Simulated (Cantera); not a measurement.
An isothermal, constant-pressure homogeneous reactor starts with 48.5 % CH4, 48.5 % CO2, 3.05 % H2, at 1425 K and 1000000 Pa.

Cantera simulation using GRI-Mech 3.0 (53 species, 325 reactions); the numbers are that mechanism's predictions, not measurements.

### Question
Predict: x(CH4) at 200 s; x(CO2) at 200 s; x(H2) at 200 s; x(H) at 200 s.

### Answer
* **x(CH4) at 200 s**: 0.122 (gas-phase equilibrium 0.00965)
* **x(CO2) at 200 s**: 0.0503 (gas-phase equilibrium 0.00294)
* **x(H2) at 200 s**: 0.306 (gas-phase equilibrium 0.492)
* **x(H) at 200 s**: 1.20e-6 (gas-phase equilibrium 1.52e-6)
